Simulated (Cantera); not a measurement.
Source: NASA polynomial tables (part measured, part estimated), evaluated in Cantera. Values are per mole of reaction as written; species without (g) are pure solids or liquids, kept so even where they would boil at 1 bar.

2 N(g) + 3 C + NH3(g) = 3 HCN(g)

| T (K) | ΔH° (kJ) | ΔS° (J/K) | ΔG° (kJ) | log10 K |
|---|---|---|---|---|
| 300 | -494.4 | 88.9 | -521.1 | 90.73 |
| 1675 | -507.1 | 77.7 | -637.3 | 19.87 |
| 1725 | (withheld) | (withheld) | (withheld) | (withheld) |
| 1775 | (withheld) | (withheld) | (withheld) | (withheld) |
| 1825 | (withheld) | (withheld) | (withheld) | (withheld) |
| 1875 | -509.9 | 76.1 | -652.7 | 18.18 |
| 1925 | (withheld) | (withheld) | (withheld) | (withheld) |

Problem. What belongs in the gaps?

Solution. 
- 1725, ΔH° (kJ): -507.8
- 1725, ΔS° (J/K): 77.3
- 1725, ΔG° (kJ): -641.1
- 1725, log10 K: 19.41
- 1775, ΔH° (kJ): -508.5
- 1775, ΔS° (J/K): 76.9
- 1775, ΔG° (kJ): -645.0
- 1775, log10 K: 18.98
- 1825, ΔH° (kJ): -509.2
- 1825, ΔS° (J/K): 76.5
- 1825, ΔG° (kJ): -648.8
- 1825, log10 K: 18.57
- 1925, ΔH° (kJ): -510.6
- 1925, ΔS° (J/K): 75.8
- 1925, ΔG° (kJ): -656.5
- 1925, log10 K: 17.81
